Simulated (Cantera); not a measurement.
Charge: 1 mol CaO, 15 mol HCl, 0.38 mol N₂, held at 225 Torr.

These are equilibrium values from Cantera (NASA tables, ideal gas, pure condensed phases), not measurements of a reactor. Candidate condensed phases: Ca, CaCl₂, CaO, Ca(OH)₂, H₂O, NH₄Cl; 36 gas species. Condensed phases not in the tables: oxide chlorides. Kinetics and transport are ignored.

Q: What share of the Ca ends up in condensed phases as a function of T (K), at 1050, 1125, 1200, 1275, 1350, 1425, 1500, 1575, 1650, 1725, 1800, 1875?

A: 
```
T (K)  Ca condensed (%)        as
-----  ----------------  --------
1050              100.0  CaCl₂(l)
1125              100.0  CaCl₂(l)
1200              100.0  CaCl₂(l)
1275               99.8  CaCl₂(l)
1350               99.3  CaCl₂(l)
1425               97.5  CaCl₂(l)
1500               92.4  CaCl₂(l)
1575               79.1  CaCl₂(l)
1650               47.5  CaCl₂(l)
1725                0.0         -
1800                0.0         -
1875                0.0         -
```
